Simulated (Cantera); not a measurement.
Transport properties of process gases

Gas mixture: 24.2 % H₂O, 39.1 % C₂H₄, 36.7 % CH₄, at 83000 Pa, frozen composition.

Cantera's kinetic-theory transport with the Lennard-Jones parameters of GRI-Mech 3.0, ideal gas; thermal conductivity in the mixture-averaged form. Polar gases are described roughly by these parameters. The composition is frozen, though it would react at the higher temperatures.

```json
[
 {"T (K)": "400", "ρ (kg/m³)": "0.529", "cp (J/kg/K)": "2062", "μ (µPa s)": "13.9", "λ (mW/m/K)": "40.0", "Pr": "0.716", "D (cm²/s) H₂": "1.43", "D (cm²/s) H": "2.20", "D (cm²/s) CO₂": "0.303"},
 {"T (K)": "550", "ρ (kg/m³)": "0.385", "cp (J/kg/K)": "2497", "μ (µPa s)": "18.4", "λ (mW/m/K)": "63.1", "Pr": "0.729", "D (cm²/s) H₂": "2.48", "D (cm²/s) H": "3.91", "D (cm²/s) CO₂": "0.549"},
 {"T (K)": "700", "ρ (kg/m³)": "0.303", "cp (J/kg/K)": "2883", "μ (µPa s)": "22.5", "λ (mW/m/K)": "88.1", "Pr": "0.738", "D (cm²/s) H₂": "3.73", "D (cm²/s) H": "5.97", "D (cm²/s) CO₂": "0.849"},
 {"T (K)": "850", "ρ (kg/m³)": "0.249", "cp (J/kg/K)": "3192", "μ (µPa s)": "26.4", "λ (mW/m/K)": "114", "Pr": "0.738", "D (cm²/s) H₂": "5.17", "D (cm²/s) H": "8.36", "D (cm²/s) CO₂": "1.20"},
 {"T (K)": "1000", "ρ (kg/m³)": "0.212", "cp (J/kg/K)": "3479", "μ (µPa s)": "29.9", "λ (mW/m/K)": "140", "Pr": "0.743", "D (cm²/s) H₂": "6.78", "D (cm²/s) H": "11.0", "D (cm²/s) CO₂": "1.59"},
 {"T (K)": "1150", "ρ (kg/m³)": "0.184", "cp (J/kg/K)": "3713", "μ (µPa s)": "33.2", "λ (mW/m/K)": "166", "Pr": "0.744", "D (cm²/s) H₂": "8.56", "D (cm²/s) H": "14.0", "D (cm²/s) CO₂": "2.03"},
 {"T (K)": "1300", "ρ (kg/m³)": "0.163", "cp (J/kg/K)": "3913", "μ (µPa s)": "36.4", "λ (mW/m/K)": "191", "Pr": "0.745", "D (cm²/s) H₂": "10.5", "D (cm²/s) H": "17.2", "D (cm²/s) CO₂": "2.50"},
 {"T (K)": "1450", "ρ (kg/m³)": "0.146", "cp (J/kg/K)": "4082", "μ (µPa s)": "39.4", "λ (mW/m/K)": "216", "Pr": "0.745", "D (cm²/s) H₂": "12.6", "D (cm²/s) H": "20.7", "D (cm²/s) CO₂": "3.01"},
 {"T (K)": "1600", "ρ (kg/m³)": "0.132", "cp (J/kg/K)": "4226", "μ (µPa s)": "42.3", "λ (mW/m/K)": "240", "Pr": "0.744", "D (cm²/s) H₂": "14.8", "D (cm²/s) H": "24.4", "D (cm²/s) CO₂": "3.56"}
]
```
D: mixture-averaged diffusion coefficient of that species in the mixture.
